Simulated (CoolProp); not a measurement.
Vapour-liquid equilibrium of n-butane (1) + n-decane (2) at 369.3 K; x and y are mole fractions of (1).

Values from CoolProp's multi-fluid Helmholtz-energy mixture model, Bücker 2006 and Lemmon 2006; pair parameters Kunz 2012.

```tsv
x	bubble pressure (MPa)	y at the bubble point	dew pressure at overall composition x (MPa)	liquid density (mol/L)
0.05	0.07332	0.889	0.008626	4.835
0.125	0.1692	0.953	[?]	5.027
0.2	0.2640	0.970	0.01025	[?]
0.275	0.3584	0.979	[?]	5.439
0.35	0.4532	[?]	0.01262	[?]
0.425	0.5489	0.987	0.01426	5.897
0.5	0.6461	0.990	0.01640	6.146
0.575	0.7455	0.992	0.01928	6.411
0.65	0.8481	0.993	0.02340	6.694
0.725	0.9548	0.995	0.02976	6.994
0.8	[?]	[?]	0.04086	7.311
0.875	1.187	0.998	0.06515	7.641
0.95	1.318	0.999	0.1603	[?]
```

**Question.** Complete the blanks.

**Answer.** 
- 0.125, dew pressure at overall composition x (MPa): 0.009368
- 0.2, liquid density (mol/L): 5.228
- 0.275, dew pressure at overall composition x (MPa): 0.01131
- 0.35, y at the bubble point: 0.984
- 0.35, liquid density (mol/L): 5.661
- 0.8, bubble pressure (MPa): 1.067
- 0.8, y at the bubble point: 0.996
- 0.95, liquid density (mol/L): 7.965

No azeotrope shows between x = 0.05 and 0.95.

The pair parameters rest on a limited set of measurements; away from them the model extrapolates.
